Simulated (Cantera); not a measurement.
Premixed flame

A freely propagating, adiabatic, planar premixed flame of H₂ : O₂ : N₂ = 1 : 0.192 : 0.723 (molar parts), unburnt at 500 K and 0.750 bar; multicomponent+Soret transport, grid criteria slope 0.08 and curve 0.16, no radiation.

Cantera simulation using the H2/O2 subset of GRI-Mech 3.0, which has no nitrogen chemistry; the numbers are that mechanism's predictions, not measurements. Burning velocities carry a grid error of a few per cent, more on coarse grids.

```json
[
 {"z (mm)": "-1.90", "T (K)": "500", "u (m/s)": "5.58", "x H₂": "0.522", "x O₂": "0.100", "x H₂O": "<1e-8", "x O": "<1e-8", "x H₂O₂": "<1e-8", "x OH": "<1e-8"},
 {"z (mm)": "-1.27", "T (K)": "500", "u (m/s)": "5.58", "x H₂": "0.522", "x O₂": "0.100", "x H₂O": "<1e-8", "x O": "<1e-8", "x H₂O₂": "<1e-8", "x OH": "<1e-8"},
 {"z (mm)": "-0.952", "T (K)": "500", "u (m/s)": "5.58", "x H₂": "0.522", "x O₂": "0.100", "x H₂O": "<1e-8", "x O": "<1e-8", "x H₂O₂": "<1e-8", "x OH": "<1e-8"},
 {"z (mm)": "-0.635", "T (K)": "500", "u (m/s)": "5.58", "x H₂": "0.522", "x O₂": "0.100", "x H₂O": "4.02e-7", "x O": "<1e-8", "x H₂O₂": "<1e-8", "x OH": "<1e-8"},
 {"z (mm)": "-0.317", "T (K)": "538", "u (m/s)": "5.86", "x H₂": "0.508", "x O₂": "0.102", "x H₂O": "0.00173", "x O": "1.44e-5", "x H₂O₂": "8.14e-6", "x OH": "8.71e-5"},
 {"z (mm)": "-0.159", "T (K)": "782", "u (m/s)": "8.29", "x H₂": "0.473", "x O₂": "0.0948", "x H₂O": "0.0240", "x O": "0.000227", "x H₂O₂": "1.02e-5", "x OH": "0.000436"},
 {"z (mm)": "0", "T (K)": "1151", "u (m/s)": "12.0", "x H₂": "0.395", "x O₂": "0.0596", "x H₂O": "0.0975", "x O": "0.00177", "x H₂O₂": "8.62e-7", "x OH": "0.00114"},
 {"z (mm)": "0.159", "T (K)": "1390", "u (m/s)": "14.5", "x H₂": "0.321", "x O₂": "0.0156", "x H₂O": "0.182", "x O": "0.00158", "x H₂O₂": "3.56e-7", "x OH": "0.00175"},
 {"z (mm)": "0.317", "T (K)": "1492", "u (m/s)": "15.5", "x H₂": "0.305", "x O₂": "0.00260", "x H₂O": "0.208", "x O": "0.000609", "x H₂O₂": "1.90e-7", "x OH": "0.00167"},
 {"z (mm)": "0.635", "T (K)": "1588", "u (m/s)": "16.5", "x H₂": "0.309", "x O₂": "0.000185", "x H₂O": "0.214", "x O": "0.000335", "x H₂O₂": "1.41e-7", "x OH": "0.00178"},
 {"z (mm)": "1.27", "T (K)": "1687", "u (m/s)": "17.4", "x H₂": "0.319", "x O₂": "7.71e-5", "x H₂O": "0.215", "x O": "0.000252", "x H₂O₂": "9.94e-8", "x OH": "0.00183"},
 {"z (mm)": "2.54", "T (K)": "1785", "u (m/s)": "18.3", "x H₂": "0.329", "x O₂": "4.75e-5", "x H₂O": "0.217", "x O": "0.000162", "x H₂O₂": "5.74e-8", "x OH": "0.00169"},
 {"z (mm)": "5.08", "T (K)": "1869", "u (m/s)": "19.0", "x H₂": "0.337", "x O₂": "2.50e-5", "x H₂O": "0.219", "x O": "8.70e-5", "x H₂O₂": "2.90e-8", "x OH": "0.00139"}
]
```
x: mole fraction of selected species; z is measured from the peak of heat release.

| Property | Value |
|---|---|
| laminar burning velocity | 558 cm/s |
| thermal thickness | 0.635 mm |
| peak x(O) | 0.00213 |
| peak x(H₂O₂) | 1.45e-5 |
| peak x(OH) | 0.00184 |
| grid points | 129 |
